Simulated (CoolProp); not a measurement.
A simple Rankine cycle with cis-2-butene: condensing at 303.15 K, boiler at 0.849 MPa, turbine inlet 351.1 K, turbine efficiency 0.8, pump efficiency 0.7, no recuperator. Each further row changes one setting.

Values from CoolProp's reference Helmholtz-energy equation of state, Lemmon 2005. It is a short technical equation, of lower accuracy than the large ones.

```csv
case,thermal efficiency (%),net work (kJ/kg),heat in (kJ/kg),turbine exit temperature (K),volume ratio over the turbine
as stated,9.2,40.7,442,312.2,3.38
turbine inlet 371.1 K,9.3,44.5,481,333.7,3.33
condensing temperature 295.15 K,10.7,49.1,460,305.1,4.32
boiler pressure 0.594 MPa,6.8,30.7,453,325.1,2.33
turbine efficiency 0.7,8.0,35.4,442,315.5,3.42
```
